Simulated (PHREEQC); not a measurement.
Consider water at 20 °C with 0.029 mol MgCl2, 0.0026 mol NaHCO3 and 0.00066 mol KCl per kg of water. Closed to the air; pH follows from the charge balance.

All values are PHREEQC results (ion-association model, phreeqc.dat), not measurements.

No solid was allowed to form.

Question: What pH does the model give?

Answer: pH 7.81.

Question: In which forms is C present?

Answer: HCO3- 83 %, MgHCO3+ 12 %, CO2 2.4 %, MgCO3 1.9 % of the C.

Species that the database lacks are ignored.
